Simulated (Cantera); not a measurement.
Feed: 1 mol CaCO3, 0.39 mol H2O, 0.019 mol H2, equilibrated at 13.3 mbar.

Equilibrium computed with Cantera from the NASA thermochemical tables; the gas is ideal and each condensed phase is pure. Candidate condensed phases: C, C6H6, C7H8, C8H18, Ca, CaCO3, CaO, Ca(OH)2, H2O; 115 gas species. The numbers say what is thermodynamically allowed, not how fast it happens.

log p: log10 of the partial pressure in bar; n: condensed amount in mol.

```tsv
T (K)	log p CO2	log p H2O	log p CO	log p O2	log p OH	log p H2	n CaO(s)
1400	-2.03	-2.42	-3.82	-8.44	___	-4.54	1.00
1500	-2.03	-2.42	-3.81	-7.07	___	-4.61	1.00
1600	-2.03	-2.41	-3.79	-5.88	___	-4.65	1.000
1700	-2.03	-2.42	-3.74	-4.92	___	-4.65	1.000
1800	-2.04	-2.42	-3.58	-4.29	___	-4.54	1.000
1900	-2.05	-2.42	-3.37	-3.87	___	-4.37	1.000
2000	-2.07	-2.44	-3.16	-3.57	___	-4.19	1.000
2100	-2.10	-2.45	-2.97	-3.33	___	-4.01	1.000
```

Problem. Complete the blanks.

Solution. 
- 1400, log p OH: -7.16
- 1500, log p OH: -6.41
- 1600, log p OH: -5.76
- 1700, log p OH: -5.21
- 1800, log p OH: -4.77
- 1900, log p OH: -4.42
- 2000, log p OH: -4.13
- 2100, log p OH: -3.88
